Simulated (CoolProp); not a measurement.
n-butane along the isobar 12 MPa: Z from the reference equation and from simpler models built on Tc = 152.0 °C, pc = 3.796 MPa, ω = 0.201; each cubic takes its own stable root.

Values from CoolProp's reference Helmholtz-energy equation of state, Bücker 2006.

| T (°C) | phase | reference | van der Waals | Soave-Redlich-Kwong |
|---|---|---|---|---|
| -32.75 | liquid | 0.5408 | 0.8450 | 0.5762 |
| -4.55 | liquid | 0.5045 | 0.7792 | 0.5355 |
| 23.55 | liquid | 0.4776 | 0.7286 | 0.5063 |
| 51.75 | liquid | 0.4583 | 0.6893 | 0.4866 |
| 79.85 | liquid | 0.4460 | 0.6594 | 0.4757 |
| 108.05 | liquid | 0.4405 | 0.6375 | 0.4737 |
| 136.15 | liquid | 0.4428 | 0.6227 | 0.4819 |
| 164.35 | supercritical | 0.4552 | 0.6149 | 0.5028 |
| 192.55 | supercritical | 0.4821 | 0.6140 | 0.5399 |
| 220.65 | supercritical | 0.5292 | 0.6205 | 0.5945 |
